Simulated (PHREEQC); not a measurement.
A made-up water analysis in mmol/kgw, 70 °C, pH 8.02: Na 67.8; K 3.53; Ca 0.494; Mg 7.93; Cl 89.6; S(6) 1.39; Alkalinity (meq/kgw) 0.0923; B 0.0285.

Valence states are taken as typed.

Equilibrium calculation in PHREEQC: Pitzer model, pitzer.dat.

Precipitation was switched off in this run.

Task: Order these B species by the share of B that they hold, largest first: B(OH)3, B(OH)4-, MgB(OH)4+.

Result: B(OH)3 (92 %), B(OH)4- (7.9 %), MgB(OH)4+ (0.51 %)

Task: Order these C species by the share of C that they hold, largest first: HCO3-, CO3-2, MgCO3, CO2.

Result: HCO3- (94 %), MgCO3 (2.6 %), CO3-2 (2.1 %), CO2 (1.4 %)

The pH is 8.02 and the ionic strength 0.100 mol/kgw. Complexes and solids missing from the database can't appear. Constants without temperature data keep their 25 °C values here.
